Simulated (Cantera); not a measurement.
# Fe3O4 + C + H2 (carbothermic reduction)

Charge: 1 mol Fe3O4, 1 mol C, 1.2 mol H2, equilibrated at 0.180 Torr.

Cantera equilibrium calculation (NASA polynomials, part measured and part estimated; ideal gas, pure solids and liquids). Candidate condensed phases: C, C6H6, C7H8, C8H18, Fe, Fe(CO)5, FeO, Fe(OH)2, Fe(OH)3, Fe2O3, Fe3O4, H2O; 114 gas species. The tables' stoichiometric FeO is somewhat more stable than real wüstite, so its field is too wide. FeO: taken at fixed stoichiometry. Kinetics and transport are ignored.

From 1752 °C to 1827 °C the condensed part is FeO(l). From 1852 °C to 2077 °C nothing is condensed. The main Fe-bearing gas is Fe throughout.

```json
[
 {"T (°C)": "1752", "x Fe": "0.346", "x H2O": "0.224", "x CO": "0.173", "x H": "0.0356", "x O": "0.00320", "x CO2": "0.101", "x O2": "0.00375", "x H2": "0.0822", "x FeO": "0.0200", "x OH": "0.0102", "n FeO(l)": "1.67"},
 {"T (°C)": "1777", "x Fe": "0.364", "x H2O": "0.220", "x CO": "0.151", "x H": "0.0372", "x O": "0.00576", "x CO2": "0.108", "x O2": "0.00842", "x H2": "0.0645", "x FeO": "0.0278", "x OH": "0.0139", "n FeO(l)": "1.48"},
 {"T (°C)": "1802", "x Fe": "0.383", "x H2O": "0.207", "x CO": "0.127", "x H": "0.0381", "x O": "0.0102", "x CO2": "0.110", "x O2": "0.0185", "x H2": "0.0490", "x FeO": "0.0384", "x OH": "0.0184", "n FeO(l)": "1.22"},
 {"T (°C)": "1827", "x Fe": "0.406", "x H2O": "0.182", "x CO": "0.101", "x H": "0.0377", "x O": "0.0177", "x CO2": "0.105", "x O2": "0.0390", "x H2": "0.0352", "x FeO": "0.0526", "x OH": "0.0232", "n FeO(l)": "0.775"},
 {"T (°C)": "1852", "x Fe": "0.433", "x H2O": "0.144", "x CO": "0.0768", "x H": "0.0366", "x O": "0.0285", "x CO2": "0.0902", "x O2": "0.0717", "x H2": "0.0244", "x FeO": "0.0676", "x OH": "0.0268", "n FeO(l)": "0"},
 {"T (°C)": "1877", "x Fe": "0.431", "x H2O": "0.134", "x CO": "0.0819", "x H": "0.0440", "x O": "0.0346", "x CO2": "0.0822", "x O2": "0.0753", "x H2": "0.0261", "x FeO": "0.0616", "x OH": "0.0292", "n FeO(l)": "0"},
 {"T (°C)": "1902", "x Fe": "0.428", "x H2O": "0.124", "x CO": "0.0868", "x H": "0.0525", "x O": "0.0416", "x CO2": "0.0744", "x O2": "0.0783", "x H2": "0.0278", "x FeO": "0.0558", "x OH": "0.0314", "n FeO(l)": "0"},
 {"T (°C)": "1927", "x Fe": "0.424", "x H2O": "0.113", "x CO": "0.0914", "x H": "0.0621", "x O": "0.0496", "x CO2": "0.0667", "x O2": "0.0807", "x H2": "0.0292", "x FeO": "0.0504", "x OH": "0.0334", "n FeO(l)": "0"},
 {"T (°C)": "1952", "x Fe": "0.419", "x H2O": "0.101", "x CO": "0.0954", "x H": "0.0729", "x O": "0.0586", "x CO2": "0.0594", "x O2": "0.0823", "x H2": "0.0304", "x FeO": "0.0453", "x OH": "0.0352", "n FeO(l)": "0"},
 {"T (°C)": "1977", "x Fe": "0.414", "x H2O": "0.0899", "x CO": "0.0990", "x H": "0.0846", "x O": "0.0687", "x CO2": "0.0524", "x O2": "0.0831", "x H2": "0.0312", "x FeO": "0.0405", "x OH": "0.0367", "n FeO(l)": "0"},
 {"T (°C)": "2002", "x Fe": "0.408", "x H2O": "0.0785", "x CO": "0.102", "x H": "0.0974", "x O": "0.0798", "x CO2": "0.0459", "x O2": "0.0830", "x H2": "0.0316", "x FeO": "0.0361", "x OH": "0.0377", "n FeO(l)": "0"},
 {"T (°C)": "2027", "x Fe": "0.402", "x H2O": "0.0674", "x CO": "0.105", "x H": "0.111", "x O": "0.0919", "x CO2": "0.0399", "x O2": "0.0821", "x H2": "0.0315", "x FeO": "0.0320", "x OH": "0.0382", "n FeO(l)": "0"},
 {"T (°C)": "2052", "x Fe": "0.395", "x H2O": "0.0568", "x CO": "0.107", "x H": "0.125", "x O": "0.105", "x CO2": "0.0344", "x O2": "0.0803", "x H2": "0.0309", "x FeO": "0.0282", "x OH": "0.0382", "n FeO(l)": "0"},
 {"T (°C)": "2077", "x Fe": "0.388", "x H2O": "0.0469", "x CO": "0.108", "x H": "0.139", "x O": "0.119", "x CO2": "0.0295", "x O2": "0.0776", "x H2": "0.0298", "x FeO": "0.0248", "x OH": "0.0377", "n FeO(l)": "0"}
]
```
x: gas mole fraction; n: condensed amount in mol.
